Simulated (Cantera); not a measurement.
Mixture: 6.03 % CH4, 19.8 % O2, 74.2 % N2, at 101000 Pa, adiabatic and at constant pressure. Ignition delay is the time to a rise of 400 K.

Computed with Cantera and GRI-Mech 3.0 (53 species, 325 reactions).

At T0 = 1525 K, what is the delay, and which 7 reactions control it most (d ln τ / d ln k, from doubling and halving each rate constant)?

The delay is 0.774 ms.
```csv
reaction,d ln τ / d ln k,faster rate
CH3 + O2 <=> CH3O + O,-0.45,shortens it
H + O2 <=> O + OH,-0.34,shortens it
2 CH3 (+M) <=> C2H6 (+M),0.28,lengthens it
CH4 + H <=> CH3 + H2,0.25,lengthens it
CH3 + HO2 <=> CH3O + OH,-0.18,shortens it
CH3 + O2 <=> CH2O + OH,-0.14,shortens it
2 CH3 <=> C2H5 + H,-0.12,shortens it
```
